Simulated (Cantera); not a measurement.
BN + H₂ + N₂ (nitride etching)

Feed: 1 mol BN, 20 mol H₂, 0.47 mol N₂, at 1.70 Pa.

These are equilibrium values from Cantera (NASA tables, ideal gas, pure condensed phases), not measurements of a reactor. Candidate condensed phases: B, BN; 15 gas species. The tables' values for BH₂ are old estimates; treat these amounts as uncertain. Kinetics and transport are ignored.

```csv
T (K),log p H₂,log p H,log p N₂,log p B,log p BH₂,log p BH,log p BN,log p BH₃,n BN(s),n B(s)
775,-4.78,-14.39,-6.41,<-16,<-16,<-16,<-16,<-16,1.00,0
925,-4.78,-11.97,-6.41,<-16,<-16,<-16,<-16,<-16,1.00,0
1075,-4.78,-10.22,-6.41,<-16,<-16,<-16,<-16,<-16,1.00,0
1225,-4.78,-8.90,-6.41,<-16,-14.19,<-16,<-16,-15.97,1.00,0
1375,-4.78,-7.86,-6.41,-15.20,-12.12,-15.78,<-16,-14.39,1.000,0
1525,-4.78,-7.02,-6.41,-12.18,-10.46,-13.22,-14.64,-13.12,1.000,0
1675,-4.79,-6.33,-6.41,-9.71,-9.11,-11.12,-12.43,-12.09,0.999,0
1825,-4.84,-5.77,-6.13,-8.26,-8.65,-10.02,-11.07,-11.92,0,0.990
1975,-4.94,-5.33,-6.17,-7.06,-8.33,-9.13,-10.08,-11.88,0,0.866
```
log p: log10 of the partial pressure in bar; n: condensed amount in mol.

From 775 K to 1675 K the condensed part is BN(s). From 1825 K to 1975 K the condensed part is B(s).
